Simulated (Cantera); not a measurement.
Cantera run:

```python
import numpy as np
import cantera as ct

gas_names = [...]  # 113 gases of nasa_gas.yaml made of C, H, O, Pb
cond_names = """
    C(gr) C6H6(L) C7H8(L) C8H18(L),n-octa H2O(s) H2O(L) Pb(cr) Pb(L) PbO(rd) PbO(yw) PbO(L) PbO2(s)
    Pb3O4(s)
""".split()


# ... load() reads the species with a 1 bar reference pressure and builds the phases ...
atoms = {
    'Pb': {'Pb': 1},
    'CO2': {'C': 1, 'O': 2},
    'H2': {'H': 2},
}
top_T = {'C(gr)': 4500, 'Pb3O4(s)': 820}  # K; cautious upper limits of use, not melting points


# ... equilibrate(T, P, feed) seeds the gas with the atoms and calls Mixture.equilibrate('TP', solver="vcs", rtol=1e-11, max_steps=5000) ...
results = []
feed = {'Pb': 1, 'CO2': 0.24, 'H2': 81}  # mol
T = 825  # K
P = 220  # Pa
mix = equilibrate(T, P, feed)
results.append((T, P, feed, dict(zip(mix.species_names, mix.species_moles))))
x = sorted(zip(gas.X, gas.species_names), reverse=True)
print(f"T = {T:g} K  P = {P:g} Pa  gas = {mix.phase_moles(0):.4g} mol")
print("   x: " + "  ".join(f"{s} {v:.3e}" for v, s in x if v > 1e-05))
print("   condensed (mol): " + ("  ".join(f"{mix.phase(i).name} {mix.phase_moles(i):.4g}"
      for i in range(1, mix.n_phases) if mix.phase_moles(i) > 1e-12) or "none"))
```

It prints:

```
T = 825 K  P = 220 Pa  gas = 81.24 mol
   x: H2 9.940e-01  H2O 2.976e-03  CO 2.871e-03  Pb 6.520e-05  CH4 5.235e-05  CO2 3.069e-05
   condensed (mol): Pb(L) 0.9947
```

Equilibrium computed with Cantera from the NASA thermochemical tables; the gas is ideal and each condensed phase is pure.
